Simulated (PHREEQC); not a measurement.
A solution holds 0.0015 mol Na2S and 0.0019 mol NaHCO3 per kg of water, at 80 °C. Closed to the air; pH follows from the charge balance.

All values are PHREEQC results (ion-association model, wateq4f.dat), not measurements.

Precipitation was switched off in this run.

**Question.** Estimate the pH, ionic strength.

**Answer.** pH 9.50; ionic strength 0.00505 mol/kgw.

**Question.** In which forms is C present?

**Answer.** HCO3- 66 %, CO3-2 20 %, NaCO3- 13 % of the C.

Species that the database lacks are ignored. At this temperature some constants are extrapolated from 25 °C, and those without enthalpy data are left unchanged. The polysulfide entries of wateq4f.dat were taken out for this run.
